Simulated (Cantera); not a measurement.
**B + H2 + H2O (boron, boron nitride and boron oxide)**

Input: 1 mol B, 11 mol H2, 1.3 mol H2O, held at 100 Torr.

Method: chemical equilibrium by Gibbs-energy minimisation in Cantera with the NASA 1993 tables (ideal gas, pure condensed phases). Candidate condensed phases: B, B2O3, B3O3H3, H2O; 23 gas species. Mutual solubility and eutectic melting of coexisting phases are not modelled. The tables' values for BH2 are old estimates; treat these amounts as uncertain. Rates play no part.

```csv
T (K),x H2,x HBO,x H,x HBO2,x B2O3,n B(s),n B2O3(l)
1000,0.998,2.50e-6,6.21e-9,1.04e-8,2.51e-11,0.106,0.406
1100,0.998,2.45e-5,7.07e-8,1.69e-7,1.92e-9,0.104,0.404
1200,0.997,0.000162,5.40e-7,1.69e-6,6.90e-8,0.102,0.402
1300,0.997,0.000790,3.02e-6,1.17e-5,1.40e-6,0.0989,0.399
1400,0.994,0.00305,1.33e-5,5.99e-5,1.80e-5,0.0892,0.388
1500,0.987,0.00973,4.79e-5,0.000244,0.000163,0.0578,0.353
1600,0.971,0.0225,0.000147,0.000968,0.00110,0,0.274
1700,0.955,0.0287,0.000394,0.00530,0.00587,0,0.155
1800,0.936,0.0339,0.000949,0.0111,0.0115,0,0
1900,0.933,0.0355,0.00210,0.0118,0.0104,0,0
2000,0.929,0.0367,0.00429,0.0124,0.00921,0,0
2100,0.923,0.0372,0.00820,0.0128,0.00808,0,0
2200,0.915,0.0370,0.0148,0.0129,0.00695,0,0
```
x: gas mole fraction; n: condensed amount in mol.

From 1000 K to 1500 K the condensed part is B(s) + B2O3(l). From 1600 K to 1700 K the condensed part is B2O3(l). From 1800 K to 2200 K nothing is condensed. The main B-bearing gas is B3O3H3 at 1000 K and HBO at 2200 K.
